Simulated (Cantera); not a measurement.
# MgSO4 + C + O2 (calcination and drying)

Feed: 1 mol MgSO4, 0.045 mol C, 0.3 mol O2, equilibrated at 190 Pa.

Equilibrium computed with Cantera from the NASA thermochemical tables; the gas is ideal and each condensed phase is pure. Candidate condensed phases: C, Mg, MgCO3, MgO, MgS, MgSO4, S; 26 gas species. Mutual solubility and eutectic melting of coexisting phases are not modelled. The numbers say what is thermodynamically allowed, not how fast it happens.

From 677 °C to 777 °C the condensed part is MgO(s) + MgSO4(s). From 877 °C to 1377 °C the condensed part is MgO(s).

| T (°C) | x O2 | x SO2 | x CO2 | x SO3 | x O | n MgO(s) | n MgSO4(s) |
|---|---|---|---|---|---|---|---|
| 677 | 0.847 | 0.00343 | 0.149 | 0.000461 | 6.71e-10 | 0.00117 | 0.999 |
| 777 | 0.529 | 0.400 | 0.0580 | 0.0131 | 1.12e-8 | 0.321 | 0.679 |
| 877 | 0.418 | 0.551 | 0.0251 | 0.00609 | 1.23e-7 | 1.00 | 0 |
| 977 | 0.419 | 0.554 | 0.0250 | 0.00272 | 1.03e-6 | 1.00 | 0 |
| 1077 | 0.419 | 0.555 | 0.0250 | 0.00137 | 6.27e-6 | 1.00 | 0 |
| 1177 | 0.419 | 0.555 | 0.0250 | 0.000763 | 2.98e-5 | 1.00 | 0 |
| 1277 | 0.419 | 0.555 | 0.0250 | 0.000458 | 0.000116 | 1.00 | 0 |
| 1377 | 0.419 | 0.555 | 0.0250 | 0.000293 | 0.000385 | 1.00 | 0 |
x: gas mole fraction; n: condensed amount in mol.
